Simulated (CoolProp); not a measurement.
Saturation properties of octamethyltrisiloxane (MDM) (Tc = 565.4 K, pc = 1.438 MPa, ω = 0.528).

Model: reference Helmholtz-energy equation of state, Thol 2017, in CoolProp.

| T (K) | p (MPa) | liquid density (kg/m³) | enthalpy of vaporisation (kJ/kg) | liquid cp (kJ/(kg K)) |
|---|---|---|---|---|
| 281.1 | 0.0001499 | 832.2 | 211.1 | 1.746 |
| 302.1 | 0.0006439 | 811.3 | 202.8 | 1.792 |
| 323.1 | 0.002181 | 789.9 | 194.6 | 1.842 |
| 344 | 0.006086 | 768.2 | 186.4 | 1.894 |
| 365 | 0.01467 | 745.7 | 178.1 | 1.949 |
| 386 | 0.03131 | 722.4 | 169.6 | 2.004 |
| 407 | 0.06049 | 698.0 | 160.8 | 2.060 |
| 427.9 | 0.1075 | 672.3 | 151.5 | 2.119 |
| 448.9 | 0.1792 | 644.7 | 141.5 | 2.180 |
| 469.9 | 0.2828 | 614.5 | 130.4 | 2.248 |
| 490.9 | 0.4264 | 580.8 | 117.8 | 2.329 |
| 511.9 | 0.6198 | 541.5 | 102.9 | 2.437 |
| 532.8 | 0.8733 | 492.5 | 83.87 | 2.628 |

It boils at 425.6 K under 1 atm.
